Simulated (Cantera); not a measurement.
Input (Python, Cantera):

```python
import numpy as np
import cantera as ct

gas = ct.Solution("gri30.yaml")
gas.TPX = 600, 101325, {'CH4': 1, 'O2': 1.8, 'N2': 10.9}
inlet = ct.Reservoir(gas, clone=True)
gas.equilibrate("HP")  # start burning
reactor = ct.IdealGasConstPressureReactor(gas, energy="on", clone=False)
exhaust = ct.Reservoir(gas, clone=True)
tau = [0.064, 0.028, 0.012, 0.0052, 0.0023, 0.00098, 0.00042, 0.00018, 7.9e-05][0]
for a, b in ((inlet, reactor), (reactor, exhaust)):
    ct.MassFlowController(a, b, mdot=lambda t: reactor.mass / tau)
net = ct.ReactorNet([reactor])
show = ['CH4', 'O2', 'C2H4', 'CH2CO', 'H']

rows = []
print(f"{'tau/s':>10s}{'T/K':>9s}" + "".join(f"{s:>11s}" for s in show))
for tau in [0.064, 0.028, 0.012, 0.0052, 0.0023, 0.00098, 0.00042, 0.00018, 7.9e-05]:
    net.initial_time = 0.0
    net.advance(30 * tau)
    before = gas.X
    net.advance(40 * tau)
    drift = np.max(np.abs(gas.X - before) / (gas.X + 1e-9))
    rows.append([gas.T, *gas[show].X, drift])
    print(f"{tau:10.3e}{gas.T:9.1f}" + "".join(f"{x:11.3e}" for x in gas[show].X))
```

It prints:

```
     tau/s      T/K        CH4         O2       C2H4      CH2CO          H
 6.400e-02   1945.2  1.350e-05  6.184e-04  9.009e-09  1.665e-08  1.103e-03
 2.800e-02   1932.9  2.045e-05  1.056e-03  1.601e-08  2.219e-08  1.544e-03
 1.200e-02   1914.9  3.314e-05  1.748e-03  3.034e-08  3.078e-08  2.173e-03
 5.200e-03   1891.0  5.652e-05  2.733e-03  6.176e-08  4.610e-08  3.011e-03
 2.300e-03   1861.1  1.011e-04  4.042e-03  1.386e-07  7.854e-08  4.036e-03
 9.800e-04   1822.9  2.019e-04  5.916e-03  3.880e-07  1.724e-07  5.193e-03
 4.200e-04   1775.8  4.599e-04  8.858e-03  1.479e-06  5.413e-07  5.956e-03
 1.800e-04    600.0  7.299e-02  1.314e-01  2.857e-17  3.661e-18  4.835e-28
 7.900e-05    600.0  7.299e-02  1.314e-01  1.559e-18  1.998e-19  1.673e-28
```

Model: GRI-Mech 3.0 (53 species, 325 reactions), integrated in Cantera.
